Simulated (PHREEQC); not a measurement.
Solution (25 °C): 0.0017 mol/kgw NH3, 3.5e-05 mol/kgw Na2SiO3 and 0.15 mol/kgw (CH3)4NCl. Closed to the air; pH follows from the charge balance.

All values are PHREEQC results (ion-association model, phreeqc.dat), not measurements.

```
quantity               before     after
-------------------  --------  --------
NH3 (mol/kgw)         0.00149  0.000263
NH4+ (mol/kgw)       0.000209   7.67e-5
H3SiO4- (mol/kgw)     2.76e-5   3.91e-6
H4SiO4 (mol/kgw)      7.33e-6   3.08e-6
H2SiO4-2 (mol/kgw)    7.46e-8   3.05e-9
SI of Quartz (SiO2)     -1.14     -1.53
```

Task: What was changed between the two runs?
(A) NH3 from 0.0017 to 0.0034 mol/kgw
(B) NH3 replaced by NH4HS at the same molality
(C) diluted 5-fold with water
(D) NH3 from 0.0017 to 0.00187 mol/kgw

Result: C, diluted 5-fold with water

Precipitation was switched off in this run. (CH3)4N+ isn't in the database: it is added as a free cation with an ion size of 4 Å.
